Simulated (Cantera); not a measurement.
Equilibrium for fluorocarbon and chlorocarbon gases: CH₃Cl + Si + H₂

Charge: 1 mol CH₃Cl, 1 mol Si, 4.3 mol H₂, equilibrated at 0.00310 bar.

Cantera equilibrium calculation (NASA polynomials, part measured and part estimated; ideal gas, pure solids and liquids). Candidate condensed phases: C, C₆H₆, C₇H₈, C₈H₁₈, Si, SiC; 109 gas species. The tables' values for SiCl are old estimates; treat these amounts as uncertain. Gases not in the tables: Si₂H₆ and higher silanes. Equilibrium is a limit: real reactors are often held back by kinetics, nucleation or transport.

From 2573 K to 2723 K the condensed part is C(graphite). From 2873 K to 3473 K nothing is condensed. The main Si-bearing gas is Si throughout.

| T (K) | log p H | log p H₂ | log p Si | log p Cl | log p HCl | log p C | log p SiC₂ | log p C₃ | n C(graphite) |
|---|---|---|---|---|---|---|---|---|---|
| 2573 | -2.92 | -2.91 | -3.62 | -3.87 | -3.71 | -6.36 | -4.12 | -5.82 | 0.396 |
| 2723 | -2.77 | -3.12 | -3.71 | -3.75 | -3.94 | -5.56 | -4.04 | -4.92 | 0.0613 |
| 2873 | -2.67 | -3.39 | -3.71 | -3.69 | -4.25 | -4.99 | -4.19 | -4.56 | 0 |
| 3023 | -2.63 | -3.72 | -3.69 | -3.67 | -4.59 | -4.55 | -4.45 | -4.45 | 0 |
| 3173 | -2.61 | -4.06 | -3.68 | -3.67 | -4.94 | -4.20 | -4.78 | -4.50 | 0 |
| 3323 | -2.61 | -4.39 | -3.67 | -3.67 | -5.28 | -3.94 | -5.20 | -4.71 | 0 |
| 3473 | -2.61 | -4.71 | -3.67 | -3.67 | -5.59 | -3.78 | -5.75 | -5.14 | 0 |
log p: log10 of the partial pressure in bar; n: condensed amount in mol.
